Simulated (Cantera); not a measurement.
An isothermal, constant-pressure homogeneous reactor starts with 9.37 % H2, 16.7 % O2, 73.6 % N2, 0.301 % H2O, at 1098 K and 0.503 atm.

Computed with Cantera and GRI-Mech 3.0 (53 species, 325 reactions). The temperature is held fixed by assumption; the heat of reaction is taken as removed at once.

One state of this run: x H2 = 0.000418; x O2 = 0.126; x NO2 = 3.16e-8; x HO2 = 1.34e-5; x NO = 1.13e-6; x N2O = 4.64e-8. x: mole fraction; the columns are a selection and need not sum to one.

Which value of t (s) does it belong to?
(A) 0.159
(B) 0.000112
(C) 0.00126
(D) 0.0474

C, 0.00126
